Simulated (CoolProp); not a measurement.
Dimethyl carbonate at several states: density (kg/m³) from the reference equation and from simpler models built on Tc = 557.0 K, pc = 4.909 MPa, ω = 0.346; each cubic takes its own stable root.

Model: reference Helmholtz-energy equation of state, Zhou 2011, in CoolProp.

```csv
T (K),p (MPa),phase,reference,van der Waals,Redlich-Kwong,Soave-Redlich-Kwong,Peng-Robinson
393.5,2.79,liquid,934.4,550.7,…,836.3,945.5
333.6,0.162,liquid,1016,5.440,867.2,905.1,1021
436.9,0.975,liquid,860.9,27.38,…,…,862.1
520.6,0.0444,gas,0.9276,0.9269,0.9275,0.9276,0.9279
395.9,0.0305,gas,0.8400,0.8381,0.8393,0.8399,0.8402
```

Task: Some entries are withheld; supply them.

Result: 
- 393.5, Redlich-Kwong: 793.8
- 436.9, Redlich-Kwong: 28.53
- 436.9, Soave-Redlich-Kwong: 760.0

At some of these states van der Waals, Redlich-Kwong gives the other phase, because its saturation line lies elsewhere.
